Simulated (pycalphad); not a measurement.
Source of the numbers: pycalphad with the COST 507 light-alloy database (1999); pressure 1 atm. These are 1990s assessments: newer ones move some temperatures and phases. Phase fractions are per mole of atoms. Kinetics are ignored, which matters at the lower temperatures.

Q: Give the equilibrium state of Ti-0.9Hf-9.79B (at.%) at 600 K.

A: 
```
T = 600.00 K, P = 101325 Pa, N = 1 mol of atoms
G = -36295 J/mol, H = -8203 J/mol, S = 46.82 J/(mol K)  (SER reference)
chemical potentials (J/mol): Ti -21613, Hf -44563, B -169474
phase             fraction      x(Ti)      x(Hf)       x(B)
HCP_A3              0.8045     0.9887     0.0111   0.000165
BM                  0.1955     0.4998    0.00024     0.5000
```

Q: Give the equilibrium state of Ti-0.9Hf-9.79B (at.%) at 1425 K.

A: 
```
T = 1425.00 K, P = 101325 Pa, N = 1 mol of atoms
G = -88052 J/mol, H = 20488 J/mol, S = 76.17 J/(mol K)  (SER reference)
chemical potentials (J/mol): Ti -76282, Hf -151083, B -189636
phase             fraction      x(Ti)      x(Hf)       x(B)
BCC_A2              0.8069     0.9874     0.0110     0.0017
BM                  0.1931     0.4992   0.000797     0.5000
```

Database names, with the compositions (at.%) that they take in these runs: BM: Ti 50 B 50. BCC_A2 is bcc; HCP_A3 is hcp.
